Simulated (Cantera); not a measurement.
A diamond (100) surface in a fixed gas of H2 with x(CH4) = 0.0063, x(CH3) = 3.8e-05, at 923 K, 35.3 Torr; coverages are run to steady state.

Computed with Cantera and the Harris–Goodwin 1993 mechanism for the reconstructed diamond (100) surface.

One state of this run: growth (µm/h) = 0.644; θ c6HH = 0.669; θ c6H* = 0.0125; θ c6*H = 0.312; θ c6** = 0.00544; θ c6HM = 0.000580. θ: site fractions in the mechanism's names (c6HH fully hydrogenated, c6H* and c6*H radical sites, c6** diradical, c6HM methylated).

### Question
Which value of x(H) does it belong to?
(A) 0.00024
(B) 0.05
(C) 0.00059
(D) 0.0001

### Answer
B, 0.05
